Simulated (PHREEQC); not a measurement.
A solution holds 0.017 mol/kgw H2SO4 and 0.00037 mol/kgw MnSO4, at 20 °C. Closed to the air; pH follows from the charge balance.

Computed with PHREEQC (ion-association model, phreeqc.dat).

Each row changes one thing in this solution. Precipitation was switched off in this run.

```tsv
case	pH	ionic strength (mol/kgw)	HSO4- (mol/kgw)	SO4-2 (mol/kgw)	Mn+2 (mol/kgw)	MnSO4 (mol/kgw)
as made	1.67	0.0336	0.00925	0.00803	0.000273	9.69e-5
temperature from 20 to 35 °C	1.69	0.0312	0.0104	0.00681	0.000264	0.000106
H2SO4 from 0.017 to 0.0034 mol/kgw	2.27	0.00951	0.000959	0.00275	0.000307	6.27e-5
diluted 100-fold with water	3.48	0.000516	4.48e-6	0.000169	3.62e-6	8.06e-8
0.023 mol/kgw KBr added	1.67	0.0570	0.00854	0.00823	0.000290	7.98e-5
temperature from 20 to 40 °C	1.70	0.0303	0.0109	0.00639	0.000262	0.000108
diluted 10-fold with water	2.54	0.00464	0.000295	0.00144	3.27e-5	4.30e-6
H2SO4 left out	6.97	0.00142	2.97e-9	0.000355	0.000355	1.47e-5
```

Away from 25 °C the constants follow the database's enthalpies or fits; those with neither stay at their 25 °C values.
